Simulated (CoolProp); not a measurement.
n-perfluorohexane along the isobar 0.838 MPa: Z from the reference equation and from simpler models built on Tc = 174.9 °C, pc = 1.742 MPa, ω = 0.497; each cubic takes its own stable root.

The numbers come from the reference Helmholtz-energy equation of state, Gao 2022 in CoolProp.

| T (°C) | phase | reference | Soave-Redlich-Kwong | Peng-Robinson |
|---|---|---|---|---|
| -38.95 | liquid | 0.07833 | 0.09119 | 0.08117 |
| -14.95 | liquid | 0.07366 | 0.08510 | ? |
| 9.05 | liquid | 0.06999 | 0.08052 | 0.07144 |
| 32.95 | liquid | ? | 0.07727 | 0.06845 |
| 56.95 | liquid | 0.06516 | 0.07528 | 0.06657 |
| 80.95 | liquid | ? | 0.07468 | 0.06594 |
| 104.95 | liquid | 0.06381 | 0.07597 | 0.06702 |
| 128.85 | liquid | 0.06539 | 0.08073 | 0.07122 |
| 152.85 | gas | 0.7495 | ? | 0.7430 |
| 176.85 | gas | 0.8082 | 0.8174 | 0.8003 |

Question: Some entries are withheld; supply them.

Answer: 
- -14.95, Peng-Robinson: 0.07563
- 32.95, reference: 0.06719
- 80.95, reference: 0.06397
- 152.85, Soave-Redlich-Kwong: 0.7611
